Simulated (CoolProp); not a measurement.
Properties of carbon dioxide along the isobar 10.6 MPa (Tc = 304.1 K, pc = 7.377 MPa, ω = 0.224).

Computed with CoolProp (reference Helmholtz-energy equation of state, Span 1996).

```csv
T (K),phase,cv (kJ/(kg K)),expansivity (1/kK),fugacity coefficient
279.9,liquid,0.9257,5.674,0.3346
299.3,liquid,0.9422,9.906,0.4640
318.8,supercritical,1.030,41.06,0.5919
338.2,supercritical,0.9289,17.74,0.6785
357.7,supercritical,0.8658,9.580,0.7375
377.1,supercritical,0.8429,6.784,0.7827
396.5,supercritical,0.8341,5.350,0.8189
416,supercritical,0.8325,4.464,0.8486
435.4,supercritical,0.8349,3.864,0.8730
454.9,supercritical,0.8400,3.425,0.8936
474.3,supercritical,0.8466,3.090,0.9108
493.8,supercritical,0.8543,2.824,0.9256
```
